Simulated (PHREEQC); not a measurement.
NaOH is added in steps, without added water, to 1 kg of water holding 64 mmol/kgw HF and 2.6 mmol/kgw (NH4)2SiF6, at 25 °C. O2 is buffered at 0.21 atm. CO2 from the air is kept out. Solids allowed: SiO2(a). Others were left out.

Base run: PHREEQC, ion-association model, wateq4f.dat. Each further column changes one thing. The table gives F- (mol/kgw).

```json
[
 {"NaOH added (mol)": "0", "base": "0.00570", "metal-ligand complexes left out": "0.00570", "all activity coefficients set to 1": "0.00511", "Debye-Hückel limiting law": "0.00585", "Davies equation for every ion": "0.00574"},
 {"NaOH added (mol)": "0.0091", "base": "0.0107", "metal-ligand complexes left out": "0.0107", "all activity coefficients set to 1": "0.0102", "Debye-Hückel limiting law": "0.0109", "Davies equation for every ion": "0.0107"},
 {"NaOH added (mol)": "0.01593", "base": "0.0157", "metal-ligand complexes left out": "0.0158", "all activity coefficients set to 1": "?", "Debye-Hückel limiting law": "0.0158", "Davies equation for every ion": "0.0157"},
 {"NaOH added (mol)": "0.02502", "base": "0.0233", "metal-ligand complexes left out": "0.0235", "all activity coefficients set to 1": "?", "Debye-Hückel limiting law": "0.0234", "Davies equation for every ion": "0.0233"},
 {"NaOH added (mol)": "0.03413", "base": "0.0315", "metal-ligand complexes left out": "0.0319", "all activity coefficients set to 1": "?", "Debye-Hückel limiting law": "0.0317", "Davies equation for every ion": "0.0316"},
 {"NaOH added (mol)": "0.04095", "base": "0.0381", "metal-ligand complexes left out": "0.0387", "all activity coefficients set to 1": "?", "Debye-Hückel limiting law": "0.0383", "Davies equation for every ion": "0.0381"},
 {"NaOH added (mol)": "0.05005", "base": "0.0473", "metal-ligand complexes left out": "0.0482", "all activity coefficients set to 1": "?", "Debye-Hückel limiting law": "0.0475", "Davies equation for every ion": "0.0473"},
 {"NaOH added (mol)": "0.05688", "base": "0.0546", "metal-ligand complexes left out": "0.0557", "all activity coefficients set to 1": "0.0540", "Debye-Hückel limiting law": "0.0548", "Davies equation for every ion": "0.0546"},
 {"NaOH added (mol)": "0.06598", "base": "0.0655", "metal-ligand complexes left out": "0.0670", "all activity coefficients set to 1": "0.0646", "Debye-Hückel limiting law": "0.0657", "Davies equation for every ion": "0.0654"},
 {"NaOH added (mol)": "0.07508", "base": "0.0775", "metal-ligand complexes left out": "0.0795", "all activity coefficients set to 1": "?", "Debye-Hückel limiting law": "0.0778", "Davies equation for every ion": "0.0775"},
 {"NaOH added (mol)": "0.0819", "base": "0.0773", "metal-ligand complexes left out": "0.0795", "all activity coefficients set to 1": "0.0761", "Debye-Hückel limiting law": "0.0777", "Davies equation for every ion": "0.0773"},
 {"NaOH added (mol)": "0.091", "base": "0.0772", "metal-ligand complexes left out": "0.0795", "all activity coefficients set to 1": "?", "Debye-Hückel limiting law": "0.0775", "Davies equation for every ion": "0.0771"}
]
```

Problem. Fill in the missing entries.

Solution. 
- 0.01593, all activity coefficients set to 1: 0.0152
- 0.02502, all activity coefficients set to 1: 0.0229
- 0.03413, all activity coefficients set to 1: 0.0312
- 0.04095, all activity coefficients set to 1: 0.0377
- 0.05005, all activity coefficients set to 1: 0.0469
- 0.07508, all activity coefficients set to 1: 0.0763
- 0.091, all activity coefficients set to 1: 0.0757

wateq4f.dat counts part of the HF as a dimer, H2F2, which phreeqc.dat doesn't know; its constant is uncertain. SiF6-2 is the database's only silicon fluoride.
